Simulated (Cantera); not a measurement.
A perfectly stirred reactor is fed with 4.21 % CH₄, 2.57 % C₂H₆, 17.9 % O₂, 67.3 % N₂, 7.99 % CO₂, equivalence ratio 0.97, at 760 Torr; it is adiabatic with a 300 K inlet, and is followed from long to short residence time, starting on the burning branch (τ in s: 0.1, 0.045, 0.021, 0.0094, 0.0043, 0.002, 0.00089, 0.00041, 0.00018, 8.4e-05, 3.8e-05, 1.7e-05).

Detailed kinetics in Cantera: GRI-Mech 3.0 (53 species, 325 reactions).

x: mole fraction; the columns are a selection and need not sum to one.

```csv
τ (s),T (K),x CH₄,x C₂H₆,x O₂,x C₂H₄,x CH₂CO,x CO,x HCN
0.10,2029,3.31e-6,2.89e-7,0.00972,8.10e-7,2.26e-7,0.00882,1.48e-7
0.045,2006,5.65e-6,5.90e-7,0.0111,1.54e-6,4.52e-7,0.0112,1.75e-7
0.021,1978,9.47e-6,1.14e-6,0.0127,2.64e-6,8.37e-7,0.0140,2.11e-7
0.0094,1942,1.67e-5,2.23e-6,0.0148,4.31e-6,1.53e-6,0.0175,2.66e-7
0.0043,1901,2.99e-5,4.23e-6,0.0170,6.46e-6,2.61e-6,0.0212,3.47e-7
0.0020,1856,(withheld),(withheld),(withheld),(withheld),(withheld),(withheld),(withheld)
0.00089,1802,(withheld),(withheld),(withheld),(withheld),(withheld),(withheld),(withheld)
0.00041,1745,0.000246,3.48e-5,0.0263,2.15e-5,1.24e-5,0.0345,9.20e-7
0.00018,1655,0.000851,0.000114,0.0345,6.25e-5,3.24e-5,0.0438,1.67e-6
8.4e-5,300,0.0421,0.0257,0.179,<1e-12,<1e-12,<1e-12,<1e-12
3.8e-5,300,0.0421,0.0257,0.179,<1e-12,<1e-12,<1e-12,<1e-12
1.7e-5,300,0.0421,0.0257,0.179,<1e-12,<1e-12,<1e-12,<1e-12
```

Task: Complete the blanks.

Result: 
- 0.0020, x CH₄: 5.51e-5
- 0.0020, x C₂H₆: 8.01e-6
- 0.0020, x O₂: 0.0195
- 0.0020, x C₂H₄: 9.20e-6
- 0.0020, x CH₂CO: 4.27e-6
- 0.0020, x CO: 0.0251
- 0.0020, x HCN: 4.59e-7
- 0.00089, x CH₄: 0.000112
- 0.00089, x C₂H₆: 1.63e-5
- 0.00089, x O₂: 0.0225
- 0.00089, x C₂H₄: 1.35e-5
- 0.00089, x CH₂CO: 7.14e-6
- 0.00089, x CO: 0.0295
- 0.00089, x HCN: 6.36e-7
